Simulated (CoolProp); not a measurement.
A single-stage vapour-compression cycle with propylene: evaporating at 302.15 K (dew point), condensing at 349.15 K (bubble point), superheat 10 K, subcooling 8 K, compressor efficiency 0.85, no pressure losses. Each further row changes one setting.

Values from CoolProp's reference Helmholtz-energy equation of state, Lemmon 2013.

```tsv
case	cooling COP	pressure ratio	discharge temperature (K)	refrigerating effect (kJ/kg)	volumetric capacity (kJ/m³)
as stated	3.93	2.71	370.8	231	5850
evaporating temperature 307.15 K	4.58	2.41	369.6	236	6740
condensing temperature 344.15 K	4.64	2.47	364.7	248	6260
subcooling 13 K	4.22	2.71	370.8	249	6290
superheat 20 K	3.99	2.71	379.9	251	5990
compressor efficiency 0.75	3.47	2.71	373.8	231	5850
```
